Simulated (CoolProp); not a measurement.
Fluorine at several states: density (kg/m³) from the reference equation and from simpler models built on Tc = -128.7 °C, pc = 52.40 bar, ω = 0.045; each cubic takes its own stable root.

Model: reference Helmholtz-energy equation of state, de Reuck 1990, in CoolProp.

```csv
T (°C),p (bar),phase,reference,van der Waals,Redlich-Kwong,Soave-Redlich-Kwong
-171.95,77.6,liquid,1410,990.7,1413,1409
-38.35,76.2,supercritical,162.2,168.1,163.7,160.8
-11.35,0.278,gas,0.4854,0.4854,0.4854,0.4854
-165.25,21.1,liquid,1331,912.7,1311,1309
-114.15,49.5,gas,198.1,198.3,199.5,198.3
-66.25,0.548,gas,1.212,1.212,1.212,1.212
```
